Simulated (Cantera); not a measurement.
**Dilute partial oxidation**

An isothermal, constant-pressure homogeneous reactor starts with C₂H₄ : O₂ : N₂ : CH₄ = 0.018 : 0.0031 : 1 : 0.032 (molar parts), at 1298 K and 1.01 bar.

Computed with Cantera and GRI-Mech 3.0 (53 species, 325 reactions). GRI-Mech 3.0 was tuned for natural gas; its chemistry of ethylene as a main component is partial and can be far from experiment. GRI-Mech 3.0 stops at C3 and has no aromatics, soot or wall deposition, so with more carbon than oxygen in the feed, carbon stays in small species such as C2H2 where larger ones or solid carbon would form.

```
t (s)      x C₂H₄      x O₂     x HCN   x NO₂    x C₂H₂
--------  -------  --------  --------  ------  --------
0.000100   0.0171   0.00294    <1e-12  <1e-12   2.98e-7
0.000314   0.0171   0.00294    <1e-12  <1e-12   9.48e-7
0.000988   0.0171   0.00294    <1e-12  <1e-12   3.16e-6
0.00311    0.0171   0.00294    <1e-12  <1e-12   1.82e-5
0.00977    0.0166   0.00276    <1e-12  <1e-12  0.000246
0.0307     0.0151   0.00209  2.15e-11  <1e-12   0.00116
0.0965     0.0116  0.000767  2.10e-10  <1e-12   0.00392
0.304     0.00710  0.000139  5.05e-10  <1e-12   0.00850
0.954     0.00339   2.88e-5  5.71e-10  <1e-12    0.0123
3.00      0.00130   3.79e-6  5.80e-10  <1e-12    0.0145
```
x: mole fraction; the columns are a selection and need not sum to one.

Equilibrium at this temperature and pressure: C₂H₄ 0.000971, O₂ <1e-12, HCN 0.0315, NO₂ <1e-12, C₂H₂ 0.00683 (gas phase only).
